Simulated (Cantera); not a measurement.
A perfectly stirred reactor is fed with CH4 : O2 : N2 = 1 : 1.18 : 7.18 (molar parts), equivalence ratio 1.7, at 5.00 bar; it is adiabatic with a 550 K inlet, and is followed from long to short residence time, starting on the burning branch (τ in s: 0.32, 0.1, 0.032, 0.01, 0.0032, 0.001, 0.00032, 0.0001, 3.2e-05).

Model: GRI-Mech 3.0 (53 species, 325 reactions), integrated in Cantera.

Task: Predict: blow-out, bracketed by the residence times tried; x(CH4) at τ = 0.320 s; x(O2) at τ = 0.320 s; x(C2H4) at τ = 0.320 s; x(HCO) at τ = 0.320 s; x(H2O2) at τ = 0.320 s; x(CH4) at τ = 3.20 ms; x(O2) at τ = 3.20 ms.

Result: 
```json
{
  "blow_out_bracketed_by_the_residence_times_tried": "burning at 10.0 ms, out at 3.20 ms",
  "x(CH4) at τ = 0.320 s": "0.00973",
  "x(O2) at τ = 0.320 s": "0.000461",
  "x(C2H4) at τ = 0.320 s": "0.000145",
  "x(HCO) at τ = 0.320 s": "4.85e-9",
  "x(H2O2) at τ = 0.320 s": "4.92e-9",
  "x(CH4) at τ = 3.20 ms": "0.107",
  "x(O2) at τ = 3.20 ms": "0.126"
}
```
